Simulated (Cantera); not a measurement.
Standard-state values (1 bar) from the NASA 1993 polynomials, evaluated with Cantera. Values are per mole of reaction as written; species without (g) are pure solids or liquids, kept so even where they would boil at 1 bar.

8 H(g) + Ni3S4 ⇌ 3 Ni + 4 H2S(g)

```json
[
 {"T (K)": "300", "ΔH° (kJ)": "-1525.1", "ΔS° (J/K)": "-192.3", "ΔG° (kJ)": "-1467.4", "log10 K": "255.49"},
 {"T (K)": "400", "ΔH° (kJ)": "-1536.7", "ΔS° (J/K)": "-225.8", "ΔG° (kJ)": "-1446.4", "log10 K": "188.88"},
 {"T (K)": "425", "ΔH° (kJ)": "-1539.7", "ΔS° (J/K)": "-232.9", "ΔG° (kJ)": "-1440.7", "log10 K": "177.06"},
 {"T (K)": "450", "ΔH° (kJ)": "-1542.6", "ΔS° (J/K)": "-239.7", "ΔG° (kJ)": "-1434.8", "log10 K": "166.54"},
 {"T (K)": "475", "ΔH° (kJ)": "___", "ΔS° (J/K)": "___", "ΔG° (kJ)": "___", "log10 K": "___"},
 {"T (K)": "500", "ΔH° (kJ)": "-1548.6", "ΔS° (J/K)": "-252.3", "ΔG° (kJ)": "-1422.5", "log10 K": "148.60"},
 {"T (K)": "525", "ΔH° (kJ)": "___", "ΔS° (J/K)": "___", "ΔG° (kJ)": "___", "log10 K": "___"},
 {"T (K)": "550", "ΔH° (kJ)": "-1554.5", "ΔS° (J/K)": "-263.6", "ΔG° (kJ)": "-1409.6", "log10 K": "133.87"},
 {"T (K)": "575", "ΔH° (kJ)": "-1557.5", "ΔS° (J/K)": "-268.8", "ΔG° (kJ)": "-1402.9", "log10 K": "127.44"},
 {"T (K)": "600", "ΔH° (kJ)": "___", "ΔS° (J/K)": "___", "ΔG° (kJ)": "___", "log10 K": "___"}
]
```

What belongs in the gaps?


- 475, ΔH° (kJ): -1545.6
- 475, ΔS° (J/K): -246.1
- 475, ΔG° (kJ): -1428.7
- 475, log10 K: 157.11
- 525, ΔH° (kJ): -1551.6
- 525, ΔS° (J/K): -258.1
- 525, ΔG° (kJ): -1416.1
- 525, log10 K: 140.89
- 600, ΔH° (kJ): -1560.3
- 600, ΔS° (J/K): -273.6
- 600, ΔG° (kJ): -1396.1
- 600, log10 K: 121.54
